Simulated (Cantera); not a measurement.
**Equilibrium for silicon carbide growth: SiH4 + C2H4 + H2**

A closed system holds: 1 mol SiH4, 0.035 mol C2H4, 3.5 mol H2, at 3.60 mbar.

Cantera equilibrium calculation (NASA polynomials, part measured and part estimated; ideal gas, pure solids and liquids). Candidate condensed phases: C, C6H6, C7H8, C8H18, Si, SiC; 87 gas species. Gases not in the tables: Si2H6 and higher silanes. Kinetics and transport are ignored.

At 2250 K the condensed part is SiC(s). From 2275 K to 2450 K nothing is condensed. The main Si-bearing gas is Si throughout.

| T (K) | log p H2 | log p H | log p Si | log p Si2C | log p SiC2 | log p SiH | n SiC(s) |
|---|---|---|---|---|---|---|---|
| 2250 | -2.56 | -3.41 | -3.36 | -4.52 | -5.84 | -5.04 | 0.00588 |
| 2275 | -2.57 | -3.36 | -3.36 | -4.52 | -5.60 | -5.06 | 0 |
| 2300 | -2.58 | -3.31 | -3.36 | -4.55 | -5.46 | -5.08 | 0 |
| 2325 | -2.59 | -3.25 | -3.36 | -4.60 | -5.34 | -5.11 | 0 |
| 2350 | -2.60 | -3.21 | -3.35 | -4.66 | -5.25 | -5.13 | 0 |
| 2375 | -2.62 | -3.16 | -3.35 | -4.73 | -5.17 | -5.15 | 0 |
| 2400 | -2.63 | -3.11 | -3.35 | -4.80 | -5.11 | -5.18 | 0 |
| 2425 | -2.64 | -3.07 | -3.36 | -4.88 | -5.06 | -5.20 | 0 |
| 2450 | -2.66 | -3.03 | -3.36 | -4.97 | -5.03 | -5.23 | 0 |
log p: log10 of the partial pressure in bar; n: condensed amount in mol.
